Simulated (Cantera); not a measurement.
An isothermal plug-flow reactor at 975 K and 1.48 atm (inlet), inlet velocity 0.11 m/s, active area per volume 430 1/m; feed CH₄ : O₂ : N₂ : H₂O = 0.0027 : 0.057 : 0.79 : 0.02 (molar parts), equivalence ratio 0.095.

Computed with Cantera and Deutschmann's 1995 Pt surface mechanism with GRI-Mech 3.0 gas chemistry. Catalytic surfaces can have several steady states; this one follows from the mechanism file's or the stated starting coverage. Mass transfer to the wall is taken as infinitely fast.

### Question
What does this change do: temperature 975 to 1025 K?

### Answer
| quantity | before | after |
|---|---|---|
| x(CH₄) at z = 0.0041 m | 0.00136 | 0.000627 |
| x(O₂) at z = 0.0041 m | 0.0621 | 0.0607 |
| x(H₂O) at z = 0.0041 m | 0.0264 | 0.0279 |
| x(CO₂) at z = 0.0041 m | 0.00171 | 0.00241 |
| x(CO) at z = 0.0041 m | 6.18e-7 | 4.48e-7 |
| θ(free Pt) at the exit | 0.174 | 0.228 |
| θ(O*) at the exit | 0.822 | 0.769 |
| θ(OH*) at the exit | 0.00371 | 0.00354 |
